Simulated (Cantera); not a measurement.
Charge: 1 mol Ti(OiPr)4, 0.46 mol CH4, 19 mol H2, held at 927 °C and 10000 Pa.

Cantera equilibrium calculation (NASA polynomials, part measured and part estimated; ideal gas, pure solids and liquids). Candidate condensed phases: C, C6H6, C7H8, C8H18, H2O, Ti, TiC, TiO, TiO2, Ti2O3, Ti3O5, Ti4O7; 113 gas species. The feed counts by its element totals alone. The numbers say what is thermodynamically allowed, not how fast it happens.

Base state: H2 0.934, CO 0.0643, CH4 0.00138, H2O 0.000156 (mole fractions); condensed: C(graphite) + Ti3O5(s).

What changes in the equilibrium state with this change: temperature from 927 °C to 1450 °C?


```tsv
species	before	after
H2	0.934	0.894
CO	0.0643	0.105
H	6.03e-7	0.000546
CH4	0.00138	8.03e-5
C2H2 (acetylene)	9.59e-8	8.10e-5
H2O	0.000156	4.00e-6
C(graphite), mol	10.1	7.45
Ti3O5(s), mol	0.333	0
TiC(s), mol	0	1.00
```
TiC: taken at fixed stoichiometry.
